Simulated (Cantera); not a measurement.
**Adiabatic ignition**

An adiabatic, constant-volume homogeneous reactor starts with 11.5 % CO, 0.742 % H2, 18.4 % O2, 69.3 % N2, equivalence ratio 0.33, at 1800 K and 6230 Torr.

Detailed kinetics in Cantera: GRI-Mech 3.0 (53 species, 325 reactions). The hydrogen kinetics of GRI-Mech 3.0 are dated; newer H2 mechanisms differ, most at raised pressure.

```csv
t (s),T (K),P (bar),x CO,x H2,x O2,x N2O,x O
1.00e-6,1800,8.30,0.115,0.00740,0.184,7.26e-10,2.00e-5
2.42e-6,1803,8.31,0.115,0.00602,0.182,4.84e-8,0.00115
5.88e-6,1932,8.85,0.0933,0.000202,0.163,3.18e-6,0.0140
1.43e-5,2318,10.4,0.0459,0.000255,0.138,6.90e-6,0.0202
3.46e-5,2648,11.7,0.0206,0.000143,0.133,6.17e-6,0.00889
8.38e-5,2752,12.0,0.0120,9.17e-5,0.131,4.48e-6,0.00507
0.000203,2750,12.0,0.0111,8.68e-5,0.128,4.31e-6,0.00464
0.000492,2737,11.9,0.0106,8.44e-5,0.125,4.29e-6,0.00433
0.00119,2724,11.9,0.0102,8.22e-5,0.121,4.34e-6,0.00406
0.00289,2720,11.9,0.0101,8.14e-5,0.120,4.37e-6,0.00397
0.00702,2720,11.9,0.0101,8.14e-5,0.120,4.37e-6,0.00397
0.0170,2720,11.9,0.0101,8.14e-5,0.120,4.37e-6,0.00397
0.0412,2720,11.9,0.0101,8.14e-5,0.120,4.37e-6,0.00397
0.100,2720,11.9,0.0101,8.14e-5,0.120,4.37e-6,0.00397
```
x: mole fraction; the columns are a selection and need not sum to one.

```json
{
 "time_of_steepest_temperature_rise": "8.70 µs",
 "temperature at 0.100 s": "2720 K",
 "equilibrium_temperature": "2720 K",
 "x(CO) at 0.100 s": "0.0101 (gas-phase equilibrium 0.0101)",
 "x(H2) at 0.100 s": "8.14e-5 (gas-phase equilibrium 8.14e-5)",
 "x(O2) at 0.100 s": "0.120 (gas-phase equilibrium 0.120)"
}
```
